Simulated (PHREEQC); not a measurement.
1 kg of water holding 0.33 mol KCl, 0.13 mol MgCl2, 0.013 mol NaCl and 0.0075 mol CaCl2 is evaporated at 40 °C; the solids stay in contact with the brine. CO2 from the air is kept out. The run lets Bischofite, Brucite, Carnallite, Halite, Portlandite, Sylvite, MgCl2_4H2O precipitate or redissolve, and no other solid.

Model: Pitzer model, pitzer.dat, run in PHREEQC.

```tsv
water left (kg)	ionic strength	water activity	Sylvite (mol)	Carnallite (mol)	Halite (mol)
1	0.755	0.982	0	0	0
0.8219	0.919	0.979	0	0	0
0.6755	1.12	0.974	0	0	0
0.5552	1.36	0.968	0	0	0
0.4563	1.66	0.961	0	0	0
0.375	2.01	0.951	0	0	0
0.3082	2.45	0.940	0	0	0
0.2533	2.98	0.925	0	0	0
0.2082	3.63	0.906	0	0	0
0.1711	4.41	0.882	0	0	0
0.1407	5.37	0.852	0	0	0
0.1156	6.53	0.813	0	0	0
0.09502	7.70	0.773	0.0237	0	0
0.07809	8.26	0.755	0.111	0	0
0.06418	8.97	0.729	0.180	0	0
0.05275	9.91	0.691	0.233	0	0
0.04335	11.2	0.636	0.272	0	0
0.03564	12.8	0.558	0.298	0	0
0.02734	14.2	0.495	0.293	0.0181	0.00157
0.01761	14.3	0.492	0.258	0.0598	0.00579
0.009624	14.6	0.485	0.229	0.0940	0.00925
0.003124	16.3	0.444	0.206	0.122	0.0121
```

Sylvite from water left = 0.09502 kg; Carnallite from water left = 0.02734 kg; Halite from water left = 0.02734 kg.

Constants without temperature data keep their 25 °C values here.
